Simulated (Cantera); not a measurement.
**Hydrocarbon pyrolysis for carbon deposition**

A perfectly stirred reactor is fed with 1.72 % C3H8, 98.3 % H2, at 750 Torr; it is held at 1475 K, and followed from long to short residence time.

Computed with Cantera and GRI-Mech 3.0 (53 species, 325 reactions). GRI-Mech 3.0 was tuned for natural gas; its chemistry of propane as a main component is partial and can be far from experiment. GRI-Mech 3.0 stops at C3 and has no aromatics, soot or wall deposition, so with more carbon than oxygen in the feed, carbon stays in small species such as C2H2 where larger ones or solid carbon would form.

| τ (s) | x C3H8 | x H2 | x C2H2 | x H | x CH3 | x C2H6 | x C2H |
|---|---|---|---|---|---|---|---|
| 0.45 | 7.68e-6 | 0.960 | 0.00755 | 2.43e-5 | 1.54e-5 | 2.46e-5 | 3.08e-10 |
| 0.21 | 1.43e-5 | 0.961 | 0.00857 | 3.07e-5 | 1.73e-5 | 3.10e-5 | 4.41e-10 |
| 0.098 | 2.60e-5 | 0.963 | 0.00918 | 3.93e-5 | 2.02e-5 | 3.81e-5 | 6.03e-10 |
| 0.046 | 4.65e-5 | 0.963 | 0.00936 | 5.04e-5 | 2.42e-5 | 4.62e-5 | 7.87e-10 |
| 0.021 | 8.37e-5 | 0.964 | 0.00911 | 6.50e-5 | 3.01e-5 | 5.63e-5 | 9.88e-10 |
| 0.010 | 0.000145 | 0.964 | 0.00847 | 8.24e-5 | 3.77e-5 | 6.83e-5 | 1.16e-9 |
| 0.0047 | 0.000253 | 0.965 | 0.00744 | 0.000104 | 4.80e-5 | 8.30e-5 | 1.29e-9 |
| 0.0022 | 0.000441 | 0.965 | 0.00608 | 0.000130 | 6.19e-5 | 0.000100 | 1.32e-9 |
| 0.0010 | 0.000784 | 0.966 | 0.00450 | 0.000162 | 8.23e-5 | 0.000119 | 1.21e-9 |
| 0.00047 | 0.00136 | 0.966 | 0.00304 | 0.000195 | 0.000111 | 0.000137 | 9.85e-10 |
x: mole fraction; the columns are a selection and need not sum to one.
